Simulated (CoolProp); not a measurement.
A single-stage vapour-compression cycle with the fluid: evaporating at 210.15 K (dew point), condensing at 245.15 K (bubble point), superheat 0 K, subcooling 2 K, compressor efficiency 0.7, no pressure losses. The same conditions are run with several fluids, on thermodynamics alone (safety and materials aside).

Computed with CoolProp (reference Helmholtz-energy equation of state of each fluid (R143a: Lemmon and Jacobsen 2000; CH2F2 (R32): Tillner-Roth 1997; fluoroethane (R161): Wu 2012; R13: Platzer 1990; R115: Lemmon 2016; CH3F (R41): Lemmon 2006)). The equations of Platzer and Polt are older, rougher fits.

### Question
Rank R143a, CH2F2 (R32), fluoroethane (R161), R13, R115, CH3F (R41) by cooling COP, highest first.

### Answer
fluoroethane (R161) (3.73), R143a (3.71), R115 (3.64), CH2F2 (R32) (3.61), CH3F (R41) (3.56), R13 (3.52)

```
fluid                pressure ratio  discharge temperature (K)  refrigerating effect (kJ/kg)  volumetric capacity (kJ/m³)
-------------------  --------------  -------------------------  ----------------------------  ---------------------------
R143a                          5.17                      277.5                           193                          431
CH2F2 (R32)                    5.41                      330.3                           341                          573
fluoroethane (R161)            5.77                      304.7                           387                          287
R13                            3.64                      272.2                           108                         1720
R115                           5.37                      258.2                           103                          283
CH3F (R41)                     3.98                      315.9                           393                         1820
```
